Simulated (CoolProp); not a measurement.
Acetone along the isobar 3480 kPa: fugacity coefficient from the reference equation and from simpler models built on Tc = 508.1 K, pc = 4692 kPa, ω = 0.307; each cubic takes its own stable root.

Model: reference Helmholtz-energy equation of state, Lemmon 2006, in CoolProp. It is a short technical equation, of lower accuracy than the large ones.

```
T (K)   phase  reference  van der Waals  Redlich-Kwong  Soave-Redlich-Kwong  Peng-Robinson
-----  ------  ---------  -------------  -------------  -------------------  -------------
356.6  liquid    0.06876         0.2697         0.1238              0.07244              …
371.4  liquid     0.1002         0.3201         0.1678                    …         0.1041
386.3  liquid     0.1408         0.3746         0.2204               0.1508         0.1468
401.2  liquid     0.1912         0.4325         0.2812               0.2059         0.2001
416.1  liquid     0.2520         0.4931         0.3496               0.2724         0.2642
431    liquid     0.3232         0.5559         0.4248               0.3499         0.3390
445.8  liquid     0.4038         0.6194         0.5047               0.4370         0.4232
460.7  liquid     0.4941         0.6836         0.5889               0.5331         0.5163
475.6  liquid     0.5918              …         0.6742               0.6346         0.6149
490.5     gas     0.6841         0.7589         0.7270               0.7209         0.7010
505.4     gas     0.7193         0.7771         0.7513               0.7505         0.7304
520.2     gas     0.7479         0.7931         0.7723               0.7756         0.7555
535.1     gas     0.7724         0.8076         0.7909               0.7978         0.7777
550       gas     0.7935         0.8207         0.8075               0.8174         0.7974
```

### Question
Fill in the missing entries.

### Answer

- 356.6, Peng-Robinson: 0.07112
- 371.4, Soave-Redlich-Kwong: 0.1065
- 475.6, van der Waals: 0.7379

At some of these states van der Waals gives the other phase, because its saturation line lies elsewhere.
